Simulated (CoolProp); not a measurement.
Properties of C2F6 (R116) along the isotherm 234.9 K (Tc = 293.0 K, pc = 3048 kPa, ω = 0.257).

Values from CoolProp's reference Helmholtz-energy equation of state, Lemmon 2006. It is a short technical equation, of lower accuracy than the large ones.

```tsv
p (kPa)	phase	expansivity (1/kK)	viscosity (µPa s)	Prandtl number
48.2	gas	4.418	11.1	0.737
77.9	gas	4.522	11.1	0.738
126	gas	4.701	11.1	0.741
203	gas	5.018	11.0	0.746
328	gas	[?]	11.0	[?]
530	gas	7.032	[?]	0.784
857	liquid	4.088	[?]	3.82
1380	liquid	3.982	220	[?]
2240	liquid	3.824	226	3.85
3610	liquid	3.609	235	3.89
5840	liquid	3.326	[?]	3.95
9430	liquid	2.985	272	4.07
15200	liquid	2.608	307	4.28
```

Task: Fill in the missing entries.

Result: 
- 328, expansivity (1/kK): 5.631
- 328, Prandtl number: 0.757
- 530, viscosity (µPa s): 10.9
- 857, viscosity (µPa s): 216
- 1380, Prandtl number: 3.83
- 5840, viscosity (µPa s): 249

Viscosity comes from a separate model (Huber 2003), an estimate that may be off by 10 % or more. Thermal conductivity comes from a separate model (Huber 2003), an estimate that may be off by 10 % or more.
